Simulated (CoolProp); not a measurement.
The numbers come from the reference Helmholtz-energy equation of state, Thol 2017 in CoolProp.

### Question
For octamethyltrisiloxane (MDM), give the phase and the cv (kJ/(kg K)), fugacity coefficient at 325.6 K and 0.317 bar; 378.3 K and 1.04 bar; 542.2 K and 2.77 bar.

### Answer
- 325.6 K and 0.317 bar: liquid; cv 1.53, fugacity coefficient 0.0784
- 378.3 K and 1.04 bar: liquid; cv 1.67, fugacity coefficient 0.227
- 542.2 K and 2.77 bar: gas; cv 2.00, fugacity coefficient 0.925
